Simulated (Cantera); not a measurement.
Cantera run:

```python
import numpy as np
import cantera as ct

gas_names = """
    AL ALH ALN ALO ALOH ALO2 ALO2H AL2 AL2O AL2O2 H HALO HNO HNO2 HNO3 HO2 H2 H2O H2O2 N NH NH2 NH3
    NH2OH NO NO2 NO3 N2 N2H2 N2H4 N2O O OH O2 O3
""".split()
cond_names = """
    AL(cr) AL(L) ALN(s) AL2O3(a) AL2O3(L) H2O(s) H2O(L)
""".split()


# ... load() reads the species with a 1 bar reference pressure and builds the phases ...
atoms = {
    'AlN': {'AL': 1, 'N': 1},
    'H2O': {'H': 2, 'O': 1},
    'H2': {'H': 2},
}
top_T = {'ALN(s)': 2750}  # K; cautious upper limits of use, not melting points


# ... equilibrate(T, P, feed) seeds the gas with the atoms and calls Mixture.equilibrate('TP', solver="vcs", rtol=1e-11, max_steps=5000) ...
results = []
T = 2075  # K
P = 25  # Pa
for m in [0.91, 1.4, 2.2, 3.5, 5.5, 8.7, 14, 21, 34, 53, 83]:
    feed = {'AlN': 1, 'H2O': 21, 'H2': m}  # mol
    mix = equilibrate(T, P, feed)
    results.append((T, P, feed, dict(zip(mix.species_names, mix.species_moles))))

top = {s: max(r[3][s] / sum(r[3][g] for g in gas_names) for r in results) for s in gas_names}
cols = sorted((s for s in top if top[s] > 1e-06), key=lambda s: -top[s])[:6]
seen = [c for c in cond_names if any(r[3].get(c, 0) > 1e-12 for r in results)]
print("log10 of partial pressures in bar; condensed amounts in mol")
print(f"{'n(H2)':>10s}" + "".join(f"{s[:9]:>10s}" for s in cols + seen))
for T, P, feed, n in results:
    ng = sum(n[g] for g in gas_names)
    print(f"{feed['H2']:10.4g}" + "".join(f"{np.log10(max(n[s] / ng * P / 1e5, 1e-99)):10.3f}" for s in cols)
          + "".join(f"{n.get(c, 0):10.4g}" for c in seen))
```

Result:

```
log10 of partial pressures in bar; condensed amounts in mol
     n(H2)       H2O        H2         H        OH        O2        N2  AL2O3(a)
      0.91    -3.756    -4.445    -4.797    -5.051    -5.227    -5.298    0.4994
       1.4    -3.760    -4.418    -4.784    -5.068    -5.288    -5.305    0.4994
       2.2    -3.766    -4.376    -4.762    -5.096    -5.386    -5.317    0.4994
       3.5    -3.780    -4.313    -4.731    -5.140    -5.538    -5.337    0.4994
       5.5    -3.804    -4.232    -4.691    -5.205    -5.749    -5.368    0.4993
       8.7    -3.845    -4.135    -4.642    -5.294    -6.024    -5.414    0.4993
        14    -3.910    -4.032    -4.590    -5.411    -6.362    -5.484    0.4991
        21    -3.986    -3.951    -4.550    -5.528    -6.676    -5.562     0.499
        34    -4.101    -3.869    -4.509    -5.683    -7.068    -5.679    0.4986
        53    -4.228    -3.811    -4.480    -5.840    -7.440    -5.808    0.4981
        83    -4.375    -3.768    -4.458    -6.009    -7.821    -5.955     0.497
```

Equilibrium computed with Cantera from the NASA thermochemical tables; the gas is ideal and each condensed phase is pure. The tables' values for AlOH are old estimates; treat these amounts as uncertain.
